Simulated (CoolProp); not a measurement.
Saturation properties of n-decane.

Model: reference Helmholtz-energy equation of state, Lemmon 2006, in CoolProp. It is a short technical equation, of lower accuracy than the large ones.

```
T (°C)    p (MPa)  vapour Z  liquid conductivity (mW/(m K))
------  ---------  --------  ------------------------------
24.35   0.0001742    0.9995                             130
32.25   0.0002974    0.9992                             128
40.15   0.0004912    0.9988                             126
48.05   0.0007872    0.9982                             124
55.95    0.001227    0.9975                             122
63.85    0.001864    0.9966                             120
71.75    0.002764    0.9954                             118
79.65    0.004012    0.9938                             116
87.55    0.005705    0.9920                             114
95.45    0.007962    0.9897                             112
103.35    0.01092    0.9871                             110
111.25    0.01474    0.9839                             108
119.15    0.01959    0.9802                             107
127.05    0.02568    0.9759                             105
```

It boils at 174.1 °C under 1 atm.

Thermal conductivity comes from a separate model (Huber 2005).
